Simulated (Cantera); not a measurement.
A perfectly stirred reactor is fed with 65.8 % NH3, 34.2 % N2, at 27000 Pa; it is held at 1748 K, and followed from long to short residence time.

Computed with Cantera and the gas-phase N/H chemistry of the illustrative SiF4/NH3 mechanism in the Surface Chemkin manual (1991). Walls and surfaces, which speed up NH3 decomposition in real reactors, are not modelled.

x: mole fraction; the columns are a selection and need not sum to one.

```tsv
τ (s)	x NH3	x N	x NH	x N2H2	x H2
22	0.0722	6.52e-8	8.69e-7	6.69e-8	0.530
5.6	0.185	7.04e-8	1.27e-6	2.37e-7	0.427
1.4	0.382	6.51e-8	1.59e-6	6.42e-7	0.250
0.35	0.553	4.68e-8	1.62e-6	1.11e-6	0.0948
0.089	0.627	…	…	1.34e-6	…
0.022	0.650	5.83e-9	1.10e-6	1.35e-6	0.00675
0.0056	0.656	1.42e-9	8.64e-7	1.11e-6	0.00150
0.0014	0.658	2.91e-10	…	…	…
```

Task: Some entries are withheld; supply them.

Result: 
- 0.089, x N: 2.10e-8
- 0.089, x NH: 1.38e-6
- 0.089, x H2: 0.0274
- 0.0014, x NH: 4.53e-7
- 0.0014, x N2H2: 4.71e-7
- 0.0014, x H2: 0.000227
